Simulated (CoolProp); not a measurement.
Vapour-liquid equilibrium of benzene (1) + p-xylene (2) at 502.6 K; x and y are mole fractions of (1).

Computed with CoolProp (multi-fluid Helmholtz-energy mixture model, Thol 2012 and Zhou 2012; pair parameters Bell 2016).

| x | bubble pressure (kPa) | y at the bubble point | dew pressure at overall composition x (kPa) | liquid density (mol/L) |
|---|---|---|---|---|
| 0.05 | 768.9 | ___ | 733.1 | 6.198 |
| 0.15 | 899.1 | 0.297 | ___ | 6.346 |
| 0.25 | 1036 | 0.443 | 862.4 | 6.499 |
| 0.35 | 1178 | 0.561 | 944.7 | ___ |
| 0.45 | 1326 | 0.658 | ___ | ___ |
| 0.55 | 1480 | 0.739 | 1164 | 6.980 |
| 0.65 | 1639 | 0.809 | 1313 | 7.147 |
| 0.75 | 1803 | 0.871 | 1502 | ___ |
| 0.85 | 1975 | 0.926 | ___ | 7.490 |
| 0.95 | 2154 | 0.976 | 2059 | 7.664 |

Question: Fill in the missing entries.

Answer: 
- 0.05, y at the bubble point: 0.112
- 0.15, dew pressure at overall composition x (kPa): 792.7
- 0.35, liquid density (mol/L): 6.655
- 0.45, dew pressure at overall composition x (kPa): 1044
- 0.45, liquid density (mol/L): 6.815
- 0.75, liquid density (mol/L): 7.318
- 0.85, dew pressure at overall composition x (kPa): 1745

No azeotrope shows between x = 0.05 and 0.95.

The pair parameters rest on a limited set of measurements; away from them the model extrapolates.
